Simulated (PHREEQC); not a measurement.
A column of 0.1 m (40 cells, dispersivity 0.0035 m, 720 s a shift, diffusion coefficient 3e-10 m²/s) holds 0.015 eq of the database's cation exchanger X per kg of pore water, first in equilibrium with 2.2 mmol/kgw MgCl2, 39 mmol/kgw SrCl2, 1.4 mmol/kgw ZnCl2 and 0.01 mmol/kgw HCl. It is flushed with 0.0025 mol/kgw ZnCl2, 0.0035 mol/kgw LiCl and 1e-05 mol/kgw HCl, at 15 °C. Values are for the last cell. The system is closed to CO2. Nothing may precipitate in this run.

Computed with PHREEQC (ion-association model, phreeqc.dat).

### Question
Predict Li in solution (mol/kgw), Mg in solution (mol/kgw) at pore volumes = 0.4125, 1.812, 5.412.

### Answer
```json
[
 {"pore volumes": "0.4125", "Li in solution (mol/kgw)": "1.03e-6", "Mg in solution (mol/kgw)": "0.00220"},
 {"pore volumes": "1.812", "Li in solution (mol/kgw)": "0.00333", "Mg in solution (mol/kgw)": "0.000123"},
 {"pore volumes": "5.412", "Li in solution (mol/kgw)": "0.00350", "Mg in solution (mol/kgw)": "5.22e-7"}
]
```
